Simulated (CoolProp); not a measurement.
Vapour-liquid equilibrium of R114 (1) + benzene (2) at 270 kPa; x and y are mole fractions of (1).

Model: multi-fluid Helmholtz-energy mixture model, Platzer 1990 and Thol 2012; pair parameters Bell 2016, in CoolProp. This equation is an older, rougher fit; its heat capacities, sound speeds and derivatives of the liquid may be far off and weren't checked against measurements.

| x | bubble temperature, mixture model (°C) | bubble temperature, Raoult's law (°C) | y, mixture model | y, Raoult's law |
|---|---|---|---|---|
| 0.05 | 93.5 | 104.4 | 0.451 | 0.287 |
| 0.2 | 61.9 | 80.4 | 0.813 | 0.696 |
| 0.35 | 51.0 | 65.0 | 0.885 | 0.850 |
| 0.5 | 45.5 | 54.1 | 0.916 | 0.922 |
| 0.65 | 41.5 | 45.8 | 0.939 | 0.960 |
| 0.8 | 37.7 | 39.3 | 0.962 | 0.982 |
| 0.95 | 33.8 | 34.0 | 0.989 | 0.996 |

The largest gap from Raoult's law is -18.5 K in bubble temperature, at x = 0.2. No azeotrope shows between x = 0.05 and 0.95.

Pair parameters are fitted to limited data, so mixtures are less certain than the pure fluids. With so large a gap from Raoult's law the liquid may split in two, which this calculation doesn't test in full.
